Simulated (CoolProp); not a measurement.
Chlorine at 298.15 K and 0.605 MPa is throttled through a valve to 0.0618 MPa with no heat exchange. Each further row changes one setting.

Model: reference Helmholtz-energy equation of state, Thol 2021, in CoolProp.

| case | temperature change (K) | final density (kg/m³) |
|---|---|---|
| as stated | (withheld) | 1.90 |
| outlet pressure 0.0185 MPa | -19.0 | (withheld) |
| outlet pressure 0.0803 MPa | (withheld) | 2.46 |

**Question.** Complete the blanks.

**Answer.** 
- as stated, temperature change (K): -17.5
- outlet pressure 0.0185 MPa, final density (kg/m³): 0.567
- outlet pressure 0.0803 MPa, temperature change (K): -16.9
